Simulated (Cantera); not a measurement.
Input (Python, Cantera):

```python
import numpy as np
import cantera as ct

gas = ct.Solution("gri30.yaml")
gas.TPX = 500, 100000, {'H2': 1, 'O2': 0.725, 'N2': 2.72, 'NO': 0.0083}
inlet = ct.Reservoir(gas, clone=True)
gas.equilibrate("HP")  # start burning
reactor = ct.IdealGasConstPressureReactor(gas, energy="on", clone=False)
exhaust = ct.Reservoir(gas, clone=True)
tau = [0.062, 0.029, 0.014, 0.0067, 0.0032, 0.0015, 0.00072, 0.00034, 0.00016, 7.8e-05, 3.7e-05, 1.8e-05, 8.4e-06][0]
for a, b in ((inlet, reactor), (reactor, exhaust)):
    ct.MassFlowController(a, b, mdot=lambda t: reactor.mass / tau)
net = ct.ReactorNet([reactor])
show = ['H2', 'O2', 'NO', 'H2O', 'H2O2', 'NO2']

rows = []
print(f"{'tau/s':>10s}{'T/K':>9s}" + "".join(f"{s:>11s}" for s in show))
for tau in [0.062, 0.029, 0.014, 0.0067, 0.0032, 0.0015, 0.00072, 0.00034, 0.00016, 7.8e-05, 3.7e-05, 1.8e-05, 8.4e-06]:
    net.initial_time = 0.0
    net.advance(30 * tau)
    before = gas.X
    net.advance(40 * tau)
    drift = np.max(np.abs(gas.X - before) / (gas.X + 1e-9))
    rows.append([gas.T, *gas[show].X, drift])
    print(f"{tau:10.3e}{gas.T:9.1f}" + "".join(f"{x:11.3e}" for x in gas[show].X))
```

It prints:

```
     tau/s      T/K         H2         O2         NO        H2O       H2O2        NO2
 6.200e-02   2145.8  1.162e-03  5.557e-02  2.579e-03  2.485e-01  1.769e-07  1.764e-06
 2.900e-02   2140.7  1.454e-03  5.561e-02  2.383e-03  2.478e-01  1.826e-07  1.574e-06
 1.400e-02   2131.3  1.981e-03  5.558e-02  2.277e-03  2.466e-01  1.958e-07  1.399e-06
 6.700e-03   2114.7  2.913e-03  5.555e-02  2.211e-03  2.446e-01  2.234e-07  1.193e-06
 3.200e-03   2088.1  4.423e-03  5.561e-02  2.164e-03  2.415e-01  2.714e-07  9.754e-07
 1.500e-03   2046.5  6.739e-03  5.591e-02  2.129e-03  2.368e-01  3.483e-07  7.797e-07
 7.200e-04   1988.1  9.804e-03  5.659e-02  2.104e-03  2.306e-01  4.642e-07  6.367e-07
 3.400e-04   1906.6  1.369e-02  5.788e-02  2.085e-03  2.226e-01  6.645e-07  5.369e-07
 1.600e-04   1801.6  1.818e-02  5.997e-02  2.064e-03  2.130e-01  1.053e-06  4.734e-07
 7.800e-05   1681.6  2.316e-02  6.311e-02  2.040e-03  2.022e-01  1.823e-06  4.362e-07
 3.700e-05   1537.5  3.120e-02  6.882e-02  2.009e-03  1.879e-01  3.502e-06  4.111e-07
 1.800e-05   1358.5  5.418e-02  8.278e-02  1.973e-03  1.611e-01  6.582e-06  3.957e-07
 8.400e-06    500.0  2.246e-01  1.628e-01  1.864e-03  6.100e-15  2.819e-18  1.063e-15
```

Model: GRI-Mech 3.0 (53 species, 325 reactions), integrated in Cantera. The mechanism lacks 2 NO + O2 → 2 NO2 and HONO, so NO2 and the effect of NO are under-described below about 1400 K.
